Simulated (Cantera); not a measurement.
A Cantera script and what it prints.

```python
import numpy as np
import cantera as ct

gas_names = """
    CL CL2 H HCL H2 Si SiCL SiCL2 SiCL3 SiCL4 SiH SiHCL3 SiH2 SiH2CL2 SiH3 SiH3CL SiH4 Si2 Si3
""".split()
cond_names = """
    Si(cr) Si(L)
""".split()


# ... load() reads the species with a 1 bar reference pressure and builds the phases ...
atoms = {
    'Si': {'Si': 1},
    'HCl': {'H': 1, 'CL': 1},
    'H2': {'H': 2},
    'Cl2': {'CL': 2},
}
top_T = {}  # K; cautious upper limits of use, not melting points


# ... equilibrate(T, P, feed) seeds the gas with the atoms and calls Mixture.equilibrate('TP', solver="vcs", rtol=1e-11, max_steps=5000) ...
results = []
T = 1498  # K
P = 2000000  # Pa
for m in [0.72, 0.83, 0.95, 1.1, 1.2, 1.4, 1.6, 1.9, 2.1, 2.4, 2.8, 3.2]:
    feed = {'Si': 1, 'HCl': m, 'H2': 20, 'Cl2': 0.64}  # mol
    mix = equilibrate(T, P, feed)
    results.append((T, P, feed, dict(zip(mix.species_names, mix.species_moles))))

top = {s: max(r[3][s] / sum(r[3][g] for g in gas_names) for r in results) for s in gas_names}
cols = sorted((s for s in top if top[s] > 0.001), key=lambda s: -top[s])[:6]
seen = [c for c in cond_names if any(r[3].get(c, 0) > 1e-12 for r in results)]
print("log10 of partial pressures in bar; condensed amounts in mol")
print(f"{'n(HCl)':>10s}" + "".join(f"{s[:9]:>10s}" for s in cols + seen))
for T, P, feed, n in results:
    ng = sum(n[g] for g in gas_names)
    print(f"{feed['HCl']:10.4g}" + "".join(f"{np.log10(max(n[s] / ng * P / 1e5, 1e-99)):10.3f}" for s in cols)
          + "".join(f"{n.get(c, 0):10.4g}" for c in seen))
```

Output:

```
log10 of partial pressures in bar; condensed amounts in mol
    n(HCl)        H2       HCL    SiHCL3     SiCL4     SiCL2   SiH2CL2    Si(cr)
      0.72     1.275    -0.123    -0.817    -1.227    -1.014    -1.206    0.5571
      0.83     1.274    -0.113    -0.787    -1.186    -0.994    -1.187    0.5266
      0.95     1.273    -0.104    -0.757    -1.145    -0.974    -1.168    0.4931
       1.1     1.271    -0.092    -0.722    -1.098    -0.950    -1.145    0.4512
       1.2     1.270    -0.085    -0.701    -1.069    -0.935    -1.131    0.4231
       1.4     1.269    -0.073    -0.660    -1.014    -0.908    -1.106    0.3667
       1.6     1.267    -0.061    -0.624    -0.965    -0.883    -1.083    0.3101
       1.9     1.265    -0.046    -0.576    -0.898    -0.850    -1.052    0.2248
       2.1     1.263    -0.037    -0.546    -0.858    -0.830    -1.034    0.1678
       2.4     1.261    -0.024    -0.507    -0.804    -0.803    -1.009   0.08197
       2.8     1.257     0.015    -0.472    -0.726    -0.807    -1.016         0
       3.2     1.252     0.103    -0.476    -0.637    -0.900    -1.114         0
```

Equilibrium computed with Cantera from the NASA thermochemical tables; the gas is ideal and each condensed phase is pure. The tables' values for SiCl3 are old estimates; treat these amounts as uncertain. Gases not in the tables: Si2H6 and higher silanes.
